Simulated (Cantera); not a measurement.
A closed system holds: 1 mol Fe2O3, 1 mol CH4, 3.1 mol H2, equilibrated at 1348 K and 0.0133 bar.

These are equilibrium values from Cantera (NASA tables, ideal gas, pure condensed phases), not measurements of a reactor. Candidate condensed phases: C, C6H6, C7H8, C8H18, Fe, Fe(CO)5, FeO, Fe(OH)2, Fe(OH)3, Fe2O3, Fe3O4, H2O; 114 gas species. Mutual solubility and eutectic melting of coexisting phases are not modelled. The tables' stoichiometric FeO is somewhat more stable than real wüstite, so its field is too wide. FeO: taken at fixed stoichiometry. Equilibrium is a limit: real reactors are often held back by kinetics, nucleation or transport.

What is the equilibrium state?


```json
{
  "x(H2)": "0.619",
  "x(H2O)": "0.217",
  "x(CO)": "0.139",
  "x(CO2)": "0.0249",
  "x(H)": "1.58e-5",
  "n(Fe(γ))": "1.48 mol",
  "n(FeO(s))": "0.523 mol",
  "gas_amount": "6.100 mol",
  "log10 activity of C(graphite) (absent)": "-4.51",
  "log10 activity of Fe(OH)2(s) (absent)": "-7.95",
  "log10 activity of Fe(OH)3(s) (absent)": "-14.30"
}
```
